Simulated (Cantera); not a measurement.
A closed system holds: 1 mol CaCO3, 0.35 mol O2, 1.2 mol CO2, at 600 K and 1 atm.

Cantera equilibrium calculation (NASA polynomials, part measured and part estimated; ideal gas, pure solids and liquids). Candidate condensed phases: C, Ca, CaCO3, CaO; 15 gas species. Equilibrium is a limit: real reactors are often held back by kinetics, nucleation or transport.

Base state: CO2 0.774, O2 0.226 (mole fractions); condensed: CaCO3(calcite).

Problem. What changes in the equilibrium state with this change: temperature from 600 K to 1873.15 K?

Solution. 
| species | before | after |
|---|---|---|
| CO2 | 0.774 | 0.861 |
| O2 | 0.226 | 0.138 |
| CO | <1e-9 | 0.000982 |
| O | <1e-9 | 8.72e-5 |
| CaCO3(calcite), mol | 1.00 | 0 |
| CaO(s), mol | 0 | 1.00 |
